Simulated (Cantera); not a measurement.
Cantera run:

```python
import numpy as np
import cantera as ct

gas_names = """
    H HO2 H2 H2O H2O2 O OH O2 O3 Si SiH SiH2 SiH3 SiH4 SiO SiO2 Si2 Si3
""".split()
cond_names = """
    H2O(s) H2O(L) Si(cr) Si(L) SiO2(Lqz) SiO2(hqz) SiO2(L)
""".split()


# ... load() reads the species with a 1 bar reference pressure and builds the phases ...
atoms = {
    'Si2H6': {'Si': 2, 'H': 6},
    'O2': {'O': 2},
    'H2': {'H': 2},
}
top_T = {}  # K; cautious upper limits of use, not melting points


# ... equilibrate(T, P, feed) seeds the gas with the atoms and calls Mixture.equilibrate('TP', solver="vcs", rtol=1e-11, max_steps=5000) ...
results = []
feed = {'Si2H6': 1, 'O2': 26, 'H2': 2.7}  # mol
T = 1350  # K
P = 96  # Pa
mix = equilibrate(T, P, feed)
results.append((T, P, feed, dict(zip(mix.species_names, mix.species_moles))))
x = sorted(zip(gas.X, gas.species_names), reverse=True)
print(f"T = {T:g} K  P = {P:g} Pa  gas = {mix.phase_moles(0):.4g} mol")
print("   x: " + "  ".join(f"{s} {v:.3e}" for v, s in x if v > 0.001))
print("   condensed (mol): " + ("  ".join(f"{mix.phase(i).name} {mix.phase_moles(i):.4g}"
      for i in range(1, mix.n_phases) if mix.phase_moles(i) > 1e-12) or "none"))
```

Output:

```
T = 1350 K  P = 96 Pa  gas = 26.85 mol
   x: O2 7.876e-01  H2O 2.122e-01
   condensed (mol): SiO2(hqz) 2
```

Equilibrium computed with Cantera from the NASA thermochemical tables; the gas is ideal and each condensed phase is pure. The feed counts by its element totals alone. The tables hold silica as quartz up to 1696 K and as liquid above; real silica turns to tridymite and cristobalite and melts near 1996 K.
